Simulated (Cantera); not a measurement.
Feed: 1 mol Fe(CO)5, 0.27 mol H2, equilibrated at 900 Torr.

Points: T (K) = 973, 1023, 1073, 1123, 1173, 1223, 1273.

Cantera's Mixture.equilibrate('TP', solver="vcs", rtol=1e-11, max_steps=5000) on the NASA tables stopped like this:

```
T = 973 K  P = 120000 Pa  gas = 3.074 mol
   x: CO 5.494e-01  CO2 3.633e-01  H2 6.147e-02  H2O 2.521e-02  CH4 5.826e-04
   condensed (mol): C(gr) 2.193  FeO(s) 1
T = 1023 K  P = 120000 Pa  gas = 3.472 mol
   x: CO 7.076e-01  CO2 2.150e-01  H2 6.253e-02  H2O 1.453e-02  CH4 3.520e-04
   condensed (mol): C(gr) 1.796  FeO(s) 1
T = 1073 K  P = 120000 Pa  gas = 4.696 mol
   x: CO 8.271e-01  CO2 1.156e-01  H2 5.068e-02  H2O 6.539e-03  CH4 1.416e-04
   condensed (mol): C(gr) 0.5728  Fe(a) 1
ERROR: FAILURE its = 5001!

*******************************************************************************
CanteraError thrown by MultiPhase::equilibrate:
VCS solver failed. Return code: -1
*******************************************************************************
```

**Question.** What got this run through?

**Answer.** Several could match; the one computed here: The failure is numerical, not chemical. The same input converged with solver="gibbs", rtol=1e-10, max_steps=50000, and the result passed a check of the equilibrium conditions:
```
T = 973 K  P = 120000 Pa  gas = 3.074 mol
   x: CO 5.494e-01  CO2 3.633e-01  H2 6.147e-02  H2O 2.521e-02  CH4 5.826e-04
   condensed (mol): C(gr) 2.193  FeO(s) 1
T = 1023 K  P = 120000 Pa  gas = 3.472 mol
   x: CO 7.076e-01  CO2 2.150e-01  H2 6.253e-02  H2O 1.453e-02  CH4 3.520e-04
   condensed (mol): C(gr) 1.796  FeO(s) 1
T = 1073 K  P = 120000 Pa  gas = 4.696 mol
   x: CO 8.271e-01  CO2 1.156e-01  H2 5.068e-02  H2O 6.539e-03  CH4 1.416e-04
   condensed (mol): C(gr) 0.5728  Fe(a) 1
T = 1123 K  P = 120000 Pa  gas = 4.968 mol
   x: CO 8.885e-01  CO2 5.720e-02  H2 5.061e-02  H2O 3.561e-03  CH4 9.021e-05
   condensed (mol): C(gr) 0.3014  Fe(a) 1
T = 1173 K  P = 120000 Pa  gas = 5.115 mol
   x: CO 9.190e-01  H2 5.068e-02  CO2 2.827e-02  H2O 1.984e-03  CH4 5.997e-05
   condensed (mol): C(gr) 0.1544  Fe(a) 1
T = 1223 K  P = 120000 Pa  gas = 5.189 mol
   x: CO 9.336e-01  H2 5.081e-02  CO2 1.439e-02  H2O 1.144e-03  CH4 4.127e-05
   condensed (mol): C(gr) 0.08039  Fe(c) 1
T = 1273 K  P = 120000 Pa  gas = 5.226 mol
   x: CO 9.407e-01  H2 5.092e-02  CO2 7.632e-03  H2O 6.838e-04  CH4 2.923e-05
   condensed (mol): C(gr) 0.04331  Fe(c) 1
```

The gas is ideal and each condensed phase is pure. The tables' stoichiometric FeO is somewhat more stable than real wüstite, so its field is too wide. FeO: taken at fixed stoichiometry. Condensed phases not in the tables: cementite and carbon dissolved in iron.
